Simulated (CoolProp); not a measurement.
A single-stage vapour-compression cycle with the fluid: evaporating at 227.15 K (dew point), condensing at 290.15 K (bubble point), superheat 0 K, subcooling 2 K, compressor efficiency 0.65, no pressure losses. The same conditions are run with several fluids, on thermodynamics alone (safety and materials aside).

Computed with CoolProp (reference Helmholtz-energy equation of state of each fluid (R13: Platzer 1990; R134a: Tillner-Roth 1994; R407C: Lemmon 2003; n-butane: Bücker 2006; R507A: Lemmon 2003; isobutane: Bücker 2006)). The equations of Platzer and Polt are older, rougher fits. Blends and air are pseudo-pure fits.

Question: Rank R13, R134a, R407C, n-butane, R507A, isobutane by cooling COP, highest first.

Answer: n-butane (1.86), isobutane (1.82), R134a (1.80), R507A (1.66), R407C (1.56), R13 (1.28)

```csv
fluid,pressure ratio,discharge temperature (K),refrigerating effect (kJ/kg),volumetric capacity (kJ/m³)
R13,6.11,326.6,60.1,1840
R134a,14.1,337.6,150,306
R407C,15.2,363.4,162,478
n-butane,15.7,326.4,286,106
R507A,9.84,324.1,115,665
isobutane,13.2,322.9,259,169
```
